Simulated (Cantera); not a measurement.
Charge: 1 mol SiCl4, 8.3 mol H2, 0.58 mol Cl2, equilibrated at 575 K and 0.133 bar.

These are equilibrium values from Cantera (NASA tables, ideal gas, pure condensed phases), not measurements of a reactor. Candidate condensed phases: Si; 19 gas species. Kinetics and transport are ignored.

Base state: H2 0.781, HCl 0.117, SiCl4 0.101, SiHCl3 1.00e-5 (mole fractions); condensed: gas only.

### Question
What changes in the equilibrium state with this change: temperature from 575 K to 1173 K?

### Answer
```tsv
species	before	after
H2	0.781	0.763
HCl	0.117	0.136
SiCl4	0.101	0.0839
SiHCl3	1.00e-5	0.0110
SiCl3	<1e-9	0.00396
SiCl2	<1e-9	0.00185
SiH2Cl2	<1e-9	0.000184
```
The tables' values for SiCl3 are old estimates; treat these amounts as uncertain.
